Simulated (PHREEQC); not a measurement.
Solution (25 °C and 10 atm): 0.28 mol/kgw NaCl and 4.7e-05 mol/kgw Na2SO4. Closed to the air; pH follows from the charge balance.

The numbers come from PHREEQC with the ion-association model, phreeqc.dat.

Problem. The ionic strength comes out as 0.280 mol/kgw. What activity coefficients do NaSO4-, Na+, Cl-, SO4-2 get?

Solution. NaSO4- 0.73, Na+ 0.73, Cl- 0.69, SO4-2 0.26.

Precipitation was switched off in this run. Species that the database lacks are ignored.
